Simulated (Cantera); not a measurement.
# Adiabatic ignition

An adiabatic, constant-volume homogeneous reactor starts with CH₄ : H₂ : O₂ : N₂ = 1 : 0.45 : 1.71 : 6.44 (molar parts), equivalence ratio 1.3, at 950 K and 2.20 bar.

Model: GRI-Mech 3.0 (53 species, 325 reactions), integrated in Cantera. Below about 1000 K GRI-Mech 3.0 lacks low-temperature oxidation paths.

```
t (s)     T (K)  P (bar)     x CH₄    x H₂     x O₂     x NO    x NO₂   x C₂H     x H₂O
--------  -----  -------  --------  ------  -------  -------  -------  ------  --------
3.00e-6     950     2.20     0.104  0.0469    0.178   <1e-12   <1e-12  <1e-12  1.35e-12
1.14e-5     950     2.20     0.104  0.0469    0.178   <1e-12   <1e-12  <1e-12  9.27e-12
4.34e-5     950     2.20     0.104  0.0469    0.178   <1e-12   <1e-12  <1e-12  5.27e-11
0.000165    950     2.20     0.104  0.0469    0.178   <1e-12   <1e-12  <1e-12  3.72e-10
0.000628    950     2.20     0.104  0.0469    0.178   <1e-12   <1e-12  <1e-12   2.80e-9
0.00239     950     2.20     0.104  0.0469    0.178   <1e-12   <1e-12  <1e-12   1.92e-8
0.00909     950     2.20     0.104  0.0469    0.178   <1e-12   <1e-12  <1e-12   2.79e-7
0.0346      955     2.21     0.104  0.0466    0.178   <1e-12   <1e-12  <1e-12  0.000524
0.131      2829     6.83  1.51e-12  0.0468  0.00144  0.00287  4.08e-7  <1e-12     0.190
0.500      2829     6.83  1.51e-12  0.0468  0.00144  0.00287  4.08e-7  <1e-12     0.190
```
x: mole fraction; the columns are a selection and need not sum to one.

```json
{
  "time_of_steepest_temperature_rise": "51.3 ms",
  "temperature at 0.500 s": "2829 K",
  "equilibrium_temperature": "2829 K",
  "x(CH₄) at 0.500 s": "1.51e-12 (gas-phase equilibrium 1.78e-12)",
  "x(H₂) at 0.500 s": "0.0468 (gas-phase equilibrium 0.0468)",
  "x(O₂) at 0.500 s": "0.00144 (gas-phase equilibrium 0.00144)"
}
```
